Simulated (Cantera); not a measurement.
Charge: 1 mol Si₂H₆, 6.2 mol O₂, 56 mol N₂, at 1148.15 K and 0.680 bar.

Method: chemical equilibrium by Gibbs-energy minimisation in Cantera with the NASA 1993 tables (ideal gas, pure condensed phases). Candidate condensed phases: H₂O, Si, SiO₂, Si₂N₂O, Si₃N₄; 35 gas species. The feed counts by its element totals alone. The tables hold silica as quartz up to 1696 K and as liquid above; real silica turns to tridymite and cristobalite and melts near 1996 K. Kinetics and transport are ignored.

Base state: N₂ 0.908, H₂O 0.0486, O₂ 0.0437, NO 6.33e-5 (mole fractions); condensed: SiO₂(β-quartz).

Problem. What changes in the equilibrium state with this change: temperature from 1148.15 K to 1950 K?

Solution. 
```
species                before     after
--------------------  -------  --------
N₂                      0.908     0.906
H₂O                    0.0486    0.0481
O₂                     0.0437    0.0419
NO                    6.33e-5   0.00319
O                     2.02e-9  0.000112
H₂                    1.16e-9   5.58e-5
SiO₂(β-quartz), mol      2.00         0
SiO₂(condensed), mol        0      2.00
```
Gases not in the tables: Si(OH)₄.

Problem. What changes in the equilibrium state with this change: O₂ from 6.2 to 0.13 mol?

Solution. 
```csv
species,before,after
N₂,0.908,0.948
H₂,1.16e-9,0.0519
H₂O,0.0486,<1e-9
O₂,0.0437,<1e-9
NO,6.33e-5,<1e-9
"SiO₂(β-quartz), mol",2.00,0
"Si₂N₂O(s), mol",0,0.260
"Si₃N₄(s), mol",0,0.493
```
N₂ is the only nitrogen source here; it is nearly inert below about 1500 K, so the nitride shown seldom forms there in practice. Mutual solubility and eutectic melting of coexisting phases are not modelled.

Problem. What changes in the equilibrium state with this change: temperature from 1148.15 K to 2123.15 K?

Solution. 
```csv
species,before,after
N₂,0.908,0.904
H₂O,0.0486,0.0474
O₂,0.0437,0.0407
NO,6.33e-5,0.00497
O,2.02e-9,0.000399
H₂,1.16e-9,0.000198
H,<1e-9,6.12e-5
OH,7.43e-7,0.00182
"SiO₂(β-quartz), mol",2.00,0
"SiO₂(l), mol",0,2.00
```
Gases not in the tables: Si(OH)₄.
